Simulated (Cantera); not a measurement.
Input (Python, Cantera) and output of one run.

```python
import numpy as np
import cantera as ct

gas_names = """
    N NO NO2 NO3 N2 N2O O O2 O3 Si SiN SiO SiO2 Si2 Si2N Si3
""".split()
cond_names = """
    Si(cr) Si(L) SiO2(Lqz) SiO2(hqz) SiO2(L) Si2N2O(s) Si3N4(a)
""".split()


# ... load() reads the species with a 1 bar reference pressure and builds the phases ...
atoms = {
    'Si': {'Si': 1},
    'O2': {'O': 2},
    'N2': {'N': 2},
}
top_T = {'Si2N2O(s)': 2100, 'Si3N4(a)': 2400}  # K; cautious upper limits of use, not melting points


# ... equilibrate(T, P, feed) seeds the gas with the atoms and calls Mixture.equilibrate('TP', solver="vcs", rtol=1e-11, max_steps=5000) ...
results = []
feed = {'Si': 1, 'O2': 0.01, 'N2': 110}  # mol
P = 13332.2  # Pa
for T in [1398, 1473, 1548, 1623, 1698, 1773, 1848]:
    mix = equilibrate(T, P, feed)
    results.append((T, P, feed, dict(zip(mix.species_names, mix.species_moles))))
    x = sorted(zip(gas.X, gas.species_names), reverse=True)
    print(f"T = {T:g} K  P = {P:g} Pa  gas = {mix.phase_moles(0):.4g} mol")
    print("   x: " + "  ".join(f"{s} {v:.3e}" for v, s in x if v > 1e-05))
    print("   condensed (mol): " + ("  ".join(f"{mix.phase(i).name} {mix.phase_moles(i):.4g}"
          for i in range(1, mix.n_phases) if mix.phase_moles(i) > 1e-12) or "none"))
```

Output:

```
T = 1398 K  P = 13332.2 Pa  gas = 109.3 mol
   x: N2 1.000e+00
   condensed (mol): Si2N2O(s) 0.02  Si3N4(a) 0.32
T = 1473 K  P = 13332.2 Pa  gas = 109.3 mol
   x: N2 1.000e+00
   condensed (mol): Si2N2O(s) 0.01998  Si3N4(a) 0.32
T = 1548 K  P = 13332.2 Pa  gas = 109.3 mol
   x: N2 1.000e+00
   condensed (mol): Si2N2O(s) 0.01979  Si3N4(a) 0.3201
T = 1623 K  P = 13332.2 Pa  gas = 109.3 mol
   x: N2 1.000e+00  SiO 1.526e-05
   condensed (mol): Si2N2O(s) 0.01833  Si3N4(a) 0.3206
T = 1698 K  P = 13332.2 Pa  gas = 109.4 mol
   x: N2 9.999e-01  SiO 9.994e-05
   condensed (mol): Si2N2O(s) 0.009071  Si3N4(a) 0.3236
T = 1773 K  P = 13332.2 Pa  gas = 109.4 mol
   x: N2 9.998e-01  SiO 1.829e-04
   condensed (mol): Si3N4(a) 0.3266
T = 1848 K  P = 13332.2 Pa  gas = 109.4 mol
   x: N2 9.998e-01  SiO 1.829e-04  Si 1.278e-05
   condensed (mol): Si3N4(a) 0.3261
```

Equilibrium computed with Cantera from the NASA thermochemical tables; the gas is ideal and each condensed phase is pure. N2 is the only nitrogen source here; it is nearly inert below about 1500 K, so the nitride shown seldom forms there in practice. Mutual solubility and eutectic melting of coexisting phases are not modelled.
